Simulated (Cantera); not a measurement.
## Diamond growth

A diamond (100) surface in a fixed gas of H2 with x(CH4) = 0.028, x(H) = 0.018, x(CH3) = 0.00094, at 1000 K; coverages are run to steady state.

Detailed kinetics in Cantera: the Harris–Goodwin 1993 mechanism for the reconstructed diamond (100) surface.

| P (Pa) | growth (µm/h) | θ c6HH | θ c6H* | θ c6*H | θ c6** | θ c6HM |
|---|---|---|---|---|---|---|
| 320 | 1.33 | 0.578 | 0.0177 | 0.363 | 0.00936 | 0.0236 |
| 590 | 2.61 | 0.576 | 0.0177 | 0.362 | 0.00934 | 0.0252 |
| 1100 | 5.04 | 0.576 | 0.0177 | 0.361 | 0.00933 | 0.0262 |
| 2000 | 9.35 | 0.575 | 0.0177 | 0.361 | 0.00932 | 0.0267 |
| 3600 | 17.0 | 0.575 | 0.0178 | 0.361 | 0.00933 | 0.0270 |
| 6600 | 31.4 | 0.575 | 0.0179 | 0.361 | 0.00934 | 0.0272 |
| 12000 | 57.4 | 0.575 | 0.0181 | 0.360 | 0.00937 | 0.0273 |
| 22000 | 106 | 0.575 | 0.0184 | 0.360 | 0.00942 | 0.0274 |
θ: site fractions in the mechanism's names (c6HH fully hydrogenated, c6H* and c6*H radical sites, c6** diradical, c6HM methylated).
